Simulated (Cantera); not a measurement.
Ignition delay

Mixture: CO : H₂ : CH₄ : O₂ : N₂ = 1 : 0.33 : 0.22 : 0.921 : 4.05 (molar parts), at 4.93 atm, adiabatic and at constant volume. Ignition delay is the time to a rise of 400 K.

Model: GRI-Mech 3.0 (53 species, 325 reactions), integrated in Cantera.

```json
[
 {"T0 (K)": "1248", "delay (ms)": "0.0991"},
 {"T0 (K)": "1323", "delay (ms)": "0.0556"},
 {"T0 (K)": "1398", "delay (ms)": "0.0338"},
 {"T0 (K)": "1473", "delay (ms)": "0.0219"},
 {"T0 (K)": "1548", "delay (ms)": "0.0149"}
]
```

```json
{
 "apparent activation energy between 1398 and 1548 K": "98 kJ/mol"
}
```
